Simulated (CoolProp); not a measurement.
Saturation properties of C3F8 (R218) (Tc = 345.0 K, pc = 26.40 bar, ω = 0.317).

The numbers come from the reference Helmholtz-energy equation of state, Lemmon 2006 in CoolProp. It is a short technical equation, of lower accuracy than the large ones.

| T (K) | p (bar) | vapour density (kg/m³) | enthalpy of vaporisation (kJ/kg) | liquid cp (kJ/(kg K)) | surface tension (mN/m) | liquid viscosity (µPa s) |
|---|---|---|---|---|---|---|
| 175.5 | 0.01973 | 0.2552 | 125.0 | 0.8581 | 18.1 | 1540 |
| 190.4 | (withheld) | 0.8209 | 120.4 | 0.8838 | 16.2 | 1060 |
| 205.4 | 0.1935 | 2.168 | 115.7 | 0.9113 | 14.3 | 764 |
| 220.3 | 0.4600 | (withheld) | 110.8 | 0.9407 | 12.4 | 575 |
| 235.2 | 0.9611 | (withheld) | 105.6 | 0.9725 | 10.6 | 444 |
| 250.1 | 1.813 | 17.80 | 99.90 | 1.008 | 8.91 | 349 |
| 265 | 3.152 | 30.38 | 93.60 | (withheld) | 7.23 | 277 |
| 279.9 | 5.131 | 49.35 | 86.45 | 1.096 | 5.62 | 221 |
| 294.8 | 7.918 | 77.62 | 78.11 | 1.158 | 4.09 | 176 |
| 309.7 | 11.70 | 120.6 | 67.92 | 1.253 | 2.66 | 138 |

### Question
What belongs in the gaps?

### Answer

- 190.4, p (bar): 0.06853
- 220.3, vapour density (kg/m³): 4.874
- 235.2, vapour density (kg/m³): 9.742
- 265, liquid cp (kJ/(kg K)): 1.048

It boils at 236.4 K under 1 atm.

Viscosity comes from a separate model (Huber 2003), an estimate that may be off by 10 % or more. Surface tension comes from a separate correlation (Mulero 2012).
